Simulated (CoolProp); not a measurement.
Aqueous ethanol as a coolant, 4 % by mass, freezing at -1.6 °C, 1 atm.

The numbers come from the Melinder's fits for secondary coolants in CoolProp.

| T (°C) | viscosity (mPa s) | conductivity (W/(m K)) | Prandtl number | density (kg/m³) |
|---|---|---|---|---|
| -0.4 | 2.36 | 0.537 | 19.0 | 992.6 |
| 3.8 | 1.98 | 0.544 | 15.7 | 992.7 |
| 7.9 | [?] | 0.550 | 13.3 | 992.5 |
| 12.1 | 1.48 | 0.557 | 11.4 | 992.1 |
| 16.3 | 1.31 | 0.564 | 9.86 | 991.4 |
| 20.4 | 1.17 | 0.570 | 8.70 | 990.6 |
| 24.6 | 1.06 | 0.576 | 7.72 | 989.6 |
| 28.8 | [?] | 0.582 | 6.90 | 988.5 |
| 32.9 | [?] | 0.588 | 6.22 | 987.2 |

Task: Some entries are withheld; supply them.

Result: 
- 7.9, viscosity (mPa s): 1.71
- 28.8, viscosity (mPa s): 0.956
- 32.9, viscosity (mPa s): 0.870
